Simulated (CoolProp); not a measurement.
Model: reference Helmholtz-energy equation of state, Wu 2012, in CoolProp.

Question: Give the vapour pressure (kPa), liquid density (kg/m³), vapour density (kg/m³), liquid cp (kJ/(kg K)) of saturated fluoroethane (R161) at 12.15, 32.25 °C.

Answer: 
```
T (°C)  p (kPa)  liquid density (kg/m³)  vapour density (kg/m³)  liquid cp (kJ/(kg K))
------  -------  ----------------------  ----------------------  ---------------------
12.15       640                     737                    14.9                   2.20
32.25      1120                     695                    26.2                   2.35
```
